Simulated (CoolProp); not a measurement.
Vapour-liquid equilibrium of C3F8 (R218) (1) + c-C4F8 (RC318) (2) at 32.85 °C; x and y are mole fractions of (1).

Model: multi-fluid Helmholtz-energy mixture model, Lemmon 2006 and Platzer 1990; pair parameters Bell 2016, in CoolProp. This equation is an older, rougher fit; its heat capacities, sound speeds and derivatives of the liquid may be far off and weren't checked against measurements.

```
x     bubble pressure (MPa)  y at the bubble point  dew pressure at overall composition x (MPa)  liquid density (mol/L)
----  ---------------------  ---------------------  -------------------------------------------  ----------------------
0.05                 0.4079                  0.070                                       0.4051                   7.339
0.2                  0.4536                  0.299                                       0.4307                   7.350
0.35                 0.5274                  0.517                                       0.4676                   7.333
0.5                  0.6263                  0.692                                       0.5201                   7.284
0.65                 0.7444                  0.821                                       0.5978                   7.197
0.8                  0.8757                  0.913                                       0.7215                   7.063
0.95                  1.017                  0.981                                       0.9470                   6.865
```

No azeotrope shows between x = 0.05 and 0.95.

Pair parameters are fitted to limited data, so mixtures are less certain than the pure fluids.
